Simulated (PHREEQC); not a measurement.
## Acid mine or pickling water: an equilibrium model

Model water analysis in mmol/kgw, 25 °C, pH 3.47, pe 11:

| constituent | mmol/kgw |
|---|---|
| Na | 49.2 |
| K | 0.00511 |
| Ca | 3.36 |
| Mg | 0.103 |
| Cl | 3.69 |
| S(6) | 27.5 |
| Mn(2) | 0.00644 |

Valence states are taken as typed.

Equilibrium calculation in PHREEQC: ion-association model, wateq4f.dat.

| Quantity | Result |
|---|---|
| ionic strength | 0.0775 mol/kgw |
| total alkalinity | -0.802 meq/kg |
| charge-balance error | -1.7 % |

```csv
species,molality,activity,log γ
Na+,0.0470,0.0375,-0.098
SO4-2,0.0234,0.00946,-0.393
Cl-,0.00369,0.00289,-0.106
NaSO4-,0.00221,0.00178,-0.095
Ca+2,0.00189,0.000792,-0.377
CaSO4,0.00147,0.00150,0.008
H+,0.000405,0.000339,-0.078
HSO4-,0.000393,0.000312,-0.101
```

This is a speciation only: nothing precipitates in the calculation.
